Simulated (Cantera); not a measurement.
A Cantera script and its output.

```python
import numpy as np
import cantera as ct

gas = ct.Solution("h2o2.yaml")
gas.TPX = 950, 2666, {'H2': 0.33, 'O2': 1}
inlet = ct.Reservoir(gas, clone=True)

reactor = ct.IdealGasConstPressureReactor(gas, energy="off", clone=False)
exhaust = ct.Reservoir(gas, clone=True)
tau = [19, 5.4, 1.5, 0.41, 0.11, 0.031, 0.0085][0]
for a, b in ((inlet, reactor), (reactor, exhaust)):
    ct.MassFlowController(a, b, mdot=lambda t: reactor.mass / tau)
net = ct.ReactorNet([reactor])
show = ['H2', 'O2', 'OH', 'H', 'H2O2', 'HO2', 'H2O']

rows = []
print(f"{'tau/s':>10s}{'T/K':>9s}" + "".join(f"{s:>11s}" for s in show))
for tau in [19, 5.4, 1.5, 0.41, 0.11, 0.031, 0.0085]:
    net.initial_time = 0.0
    net.advance(30 * tau)
    before = gas.X
    net.advance(40 * tau)
    drift = np.max(np.abs(gas.X - before) / (gas.X + 1e-9))
    rows.append([gas.T, *gas[show].X, drift])
    print(f"{tau:10.3e}{gas.T:9.1f}" + "".join(f"{x:11.3e}" for x in gas[show].X))
```

Output:

```
     tau/s      T/K         H2         O2         OH          H       H2O2        HO2        H2O
 1.900e+01    950.0  3.562e-04  7.167e-01  1.114e-04  4.445e-06  4.654e-07  5.898e-06  2.828e-01
 5.400e+00    950.0  7.945e-04  7.166e-01  1.715e-04  1.565e-05  6.783e-07  1.038e-05  2.822e-01
 1.500e+00    950.0  1.726e-03  7.166e-01  2.766e-04  5.625e-05  9.141e-07  1.671e-05  2.810e-01
 4.100e-01    950.0  3.631e-03  7.164e-01  4.681e-04  2.050e-04  1.137e-06  2.447e-05  2.786e-01
 1.100e-01    950.0  7.463e-03  7.159e-01  8.249e-04  7.562e-04  1.338e-06  3.243e-05  2.735e-01
 3.100e-02    950.0  1.459e-02  7.149e-01  1.439e-03  2.619e-03  1.494e-06  3.844e-05  2.635e-01
 8.500e-03    950.0  2.846e-02  7.120e-01  2.480e-03  8.933e-03  1.532e-06  4.102e-05  2.421e-01
```

Cantera simulation using the H2/O2 subset of GRI-Mech 3.0, which has no nitrogen chemistry; the numbers are that mechanism's predictions, not measurements. Radical loss at walls, strong at low pressure, is not modelled. The temperature is held fixed by assumption; the heat of reaction is taken as removed at once.
